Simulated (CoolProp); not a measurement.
C2F6 (R116) along the isotherm 178.1 K: fugacity coefficient from the reference equation and from simpler models built on Tc = 293.0 K, pc = 30.48 bar, ω = 0.257; each cubic takes its own stable root.

The numbers come from the reference Helmholtz-energy equation of state, Lemmon 2006 in CoolProp. It is a short technical equation, of lower accuracy than the large ones.

```
p (bar)   phase  reference  van der Waals  Redlich-Kwong  Soave-Redlich-Kwong  Peng-Robinson
-------  ------  ---------  -------------  -------------  -------------------  -------------
1.09     liquid     0.3315         0.9665         0.6356               0.3290         0.3350
2.18     liquid     0.1668         0.9330         0.3199               0.1656         0.1684
3.27     liquid          ?         0.7984              ?               0.1111         0.1129
4.35     liquid    0.08459         0.6059         0.1624              0.08402        0.08535
5.44     liquid    0.06805              ?         0.1307              0.06761        0.06863
6.53     liquid    0.05704         0.4114         0.1096              0.05668              ?
7.62     liquid    0.04917         0.3560        0.09454              0.04888        0.04955
8.71     liquid    0.04328         0.3144              ?              0.04303              ?
9.8      liquid    0.03870         0.2821              ?              0.03849        0.03896
10.9     liquid    0.03501         0.2561        0.06740              0.03483        0.03523
12       liquid    0.03199         0.2349        0.06162              0.03184        0.03218
13.1     liquid    0.02949         0.2172        0.05682              0.02935        0.02964
14.1     liquid    0.02755              ?        0.05310              0.02743        0.02768
15.2     liquid    0.02571         0.1907        0.04959              0.02560        0.02582
```

Problem. What belongs in the gaps?

Solution. 
- 3.27, reference: 0.1119
- 3.27, Redlich-Kwong: 0.2147
- 5.44, van der Waals: 0.4891
- 6.53, Peng-Robinson: 0.05750
- 8.71, Redlich-Kwong: 0.08325
- 8.71, Peng-Robinson: 0.04359
- 9.8, Redlich-Kwong: 0.07447
- 14.1, van der Waals: 0.2036

At some of these states van der Waals gives the other phase, because its saturation line lies elsewhere.
